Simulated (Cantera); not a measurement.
What does this Cantera script print?

```python
import numpy as np
import cantera as ct

gas_names = """
    Ca CaO CaOH CaO2H2 Ca2 H HO2 H2 H2O H2O2 O OH O2 O3
""".split()
cond_names = """
    Ca(a) Ca(b) Ca(L) CaO(s) CaO(L) CaO2H2(s) H2O(s) H2O(L)
""".split()


def load(file, names, dense=False):
    # The tables refer to 1 bar. Condensed volumes are neglected.
    table = {s.name: s for s in ct.Species.list_from_file(file)}
    out = []
    for n in names:
        d = dict(table[n].input_data)
        d["thermo"] = dict(d["thermo"], **{"reference-pressure": 1e5})
        if dense:
            d["equation-of-state"] = {"model": "constant-volume", "density": "1e6 g/cm^3"}
        out.append(ct.Species.from_dict(d))
    return out


gas = ct.Solution(thermo="ideal-gas", species=load("nasa_gas.yaml", gas_names))
cond = {s.name: ct.Solution(thermo="fixed-stoichiometry", species=[s], name=s.name)
        for s in load("nasa_condensed.yaml", cond_names, dense=True)}
atoms = {
    'Ca(OH)2': {'Ca': 1, 'O': 2, 'H': 2},
    'H2O': {'H': 2, 'O': 1},
}
top_T = {}  # K; cautious upper limits of use, not melting points


def equilibrate(T, P, feed):
    n = {}
    for name, mol in feed.items():
        for a, k in atoms[name].items():
            n[a] = n.get(a, 0.0) + k * mol
    gas.TPX = T, P, n
    mass = sum(n.values()) * gas.mean_molecular_weight
    gas.equilibrate("TP")
    valid = [c for c in cond.values() if c.min_temp <= T <= top_T.get(c.name, c.max_temp)]
    mix = ct.Mixture([(gas, mass / gas.mean_molecular_weight)] + [(c, 0.0) for c in valid])
    mix.T, mix.P = T, P
    mix.equilibrate("TP", solver="vcs", rtol=1e-11, max_steps=5000)
    return mix


results = []
feed = {'Ca(OH)2': 1, 'H2O': 0.42}  # mol
P = 100000  # Pa
for T in [548, 748, 948, 1148, 1348, 1548, 1748]:
    mix = equilibrate(T, P, feed)
    results.append((T, P, feed, dict(zip(mix.species_names, mix.species_moles))))

top = {s: max(r[3][s] / sum(r[3][g] for g in gas_names) for r in results) for s in gas_names}
cols = sorted((s for s in top if top[s] > 1e-05), key=lambda s: -top[s])[:9]
seen = [c for c in cond_names if any(r[3].get(c, 0) > 1e-12 for r in results)]
print("log10 of partial pressures in bar; condensed amounts in mol")
print(f"{'T/K':>10s}" + "".join(f"{s[:9]:>10s}" for s in cols + seen))
for T, P, feed, n in results:
    ng = sum(n[g] for g in gas_names)
    print(f"{T:10.4g}" + "".join(f"{np.log10(max(n[s] / ng * P / 1e5, 1e-99)):10.3f}" for s in cols)
          + "".join(f"{n.get(c, 0):10.4g}" for c in seen))
```

Result:

```
log10 of partial pressures in bar; condensed amounts in mol
       T/K       H2O        H2        O2        OH    CaO2H2    CaO(s) CaO2H2(s)
       548    -0.000   -11.661   -17.976   -17.742   -25.348         0         1
       748    -0.000    -9.501    -9.804   -11.577   -15.947         0         1
       948    -0.000    -7.076    -7.384    -8.582   -11.627         1         0
      1148    -0.000    -5.485    -5.802    -6.626    -9.082         1         0
      1348    -0.000    -4.360    -4.690    -5.249    -7.298         1         0
      1548    -0.000    -3.520    -3.866    -4.228    -5.981         1         0
      1748    -0.001    -2.870    -3.233    -3.441    -4.971         1         0
```

Equilibrium computed with Cantera from the NASA thermochemical tables; the gas is ideal and each condensed phase is pure.
